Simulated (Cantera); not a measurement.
Feed: 1 mol Ti, 1.5 mol CH4, 18 mol O2, at 1150 K and 6000 Pa.

Cantera equilibrium calculation (NASA polynomials, part measured and part estimated; ideal gas, pure solids and liquids). Equilibrium is a limit: real reactors are often held back by kinetics, nucleation or transport.

```tsv
species	before	after
O2	0.757	0.748
H2O	0.162	0.155
CO2	0.0811	0.0795
OH	5.22e-6	0.0113
TiO2	<1e-9	2.04e-5
CO	1.94e-9	0.00110
H	<1e-9	0.000265
O	2.95e-8	0.00491
H2	3.27e-9	0.000434
TiO2(rutile), mol	1.00	1.000
```
Gas species are given as mole fractions.

Problem. What was changed between the two runs?
A) temperature from 1150 K to 1825 K
B) temperature from 1150 K to 2100 K
C) temperature from 1150 K to 1700 K
D) CH4 from 1.5 to 0.49 mol

Solution. B, temperature from 1150 K to 2100 K
